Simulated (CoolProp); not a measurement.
Saturation properties of hexamethyldisiloxane (MM).

Model: reference Helmholtz-energy equation of state, Thol 2016, in CoolProp.

| T (K) | p (kPa) | liquid density (kg/m³) | liquid cp (kJ/(kg K)) | vapour Z |
|---|---|---|---|---|
| 288.7 | 3.386 | 769.4 | 1.876 | 0.9945 |
| 302.4 | 6.891 | 755.0 | 1.911 | 0.9907 |
| 316.1 | 13.00 | 740.4 | 1.947 | 0.9853 |
| 329.8 | 22.98 | 725.4 | 1.986 | 0.9778 |
| 343.5 | 38.41 | 710.1 | 2.025 | 0.9680 |
| 357.2 | 61.18 | 694.4 | 2.065 | 0.9556 |
| 370.9 | 93.46 | 678.2 | 2.107 | 0.9401 |
| 384.6 | 137.7 | 661.4 | 2.150 | 0.9213 |
| 398.3 | 196.6 | 643.8 | 2.196 | 0.8988 |
| 412 | 273.1 | 625.4 | 2.244 | 0.8723 |
| 425.7 | 370.3 | 605.8 | 2.296 | 0.8413 |

It boils at 373.7 K under 1 atm.
